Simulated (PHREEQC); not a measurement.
1 kg of water holding 0.042 mol NaCl, 0.087 mol Na2SO4, 0.0044 mol NaOH and 0.0048 mol Na2CO3 is evaporated at 25 °C; the solids stay in contact with the brine. CO2 is held at log p = -3.4 (atm). Solids allowed: Burkeite, Halite, Mirabilite, Nahcolite, Natron, Thenardite, Trona. Others were left out.

Computed with PHREEQC (Pitzer model, pitzer.dat).

Q: Predict ionic strength, water activity at water left (kg) = 0.8218, 0.5552, 0.07809, 0.06418, 0.01509.

A: 
```
water left (kg)  ionic strength  water activity
---------------  --------------  --------------
0.8218                    0.388           0.993
0.5552                    0.576           0.991
0.07809                    4.12           0.940
0.06418                    5.02           0.927
0.01509                    8.91           0.805
```

Complexes and solids missing from the database can't appear.
